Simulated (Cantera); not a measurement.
# Premixed flame

A freely propagating, adiabatic, planar premixed flame of CO : H2 : CH4 : O2 : N2 : H2O = 1 : 1 : 0.2 : 1.4 : 5.74 : 2.3 (molar parts), equivalence ratio 1.0, unburnt at 648 K and 3.70 bar; mixture-averaged transport, grid criteria slope 0.08 and curve 0.16, no radiation.

Model: GRI-Mech 3.0 (53 species, 325 reactions), integrated in Cantera. Burning velocities carry a grid error of a few per cent, more on coarse grids.

```tsv
z (mm)	T (K)	u (m/s)	x CO	x H2	x CH4	x C2H6	x NO	x CH2CO
-0.435	648	1.06	0.0860	0.0844	0.0172	<1e-8	<1e-8	<1e-8
-0.290	650	1.06	0.0863	0.0812	0.0173	<1e-8	<1e-8	<1e-8
-0.217	654	1.06	0.0867	0.0766	0.0173	4.93e-8	<1e-8	<1e-8
-0.145	679	1.09	0.0871	0.0675	0.0171	4.41e-7	<1e-8	4.23e-8
-0.0725	870	1.38	0.0850	0.0479	0.0144	9.27e-6	1.13e-7	1.04e-6
-0.0362	1178	1.86	0.0789	0.0342	0.00925	2.84e-5	5.03e-7	4.76e-6
0	1532	2.40	0.0659	0.0214	0.00268	7.99e-6	1.32e-6	6.67e-6
0.0362	1740	2.69	0.0473	0.0142	0.000240	9.31e-8	2.51e-6	1.27e-6
0.0725	1849	2.84	0.0329	0.0120	1.15e-5	<1e-8	3.59e-6	7.80e-8
0.145	1959	2.98	0.0199	0.0103	4.10e-8	<1e-8	5.09e-6	<1e-8
0.290	2047	3.10	0.0128	0.00785	<1e-8	<1e-8	6.84e-6	<1e-8
0.580	2103	3.17	0.00895	0.00549	<1e-8	<1e-8	8.76e-6	<1e-8
1.16	2138	3.21	0.00636	0.00386	<1e-8	<1e-8	1.10e-5	<1e-8
```
x: mole fraction of selected species; z is measured from the peak of heat release.

| Item | Result |
|---|---|
| laminar burning velocity | 106 cm/s |
| thermal thickness | 0.145 mm |
| peak x(C2H6) | 2.89e-5 |
| peak x(CH2CO) | 7.35e-6 |
| grid points | 132 |
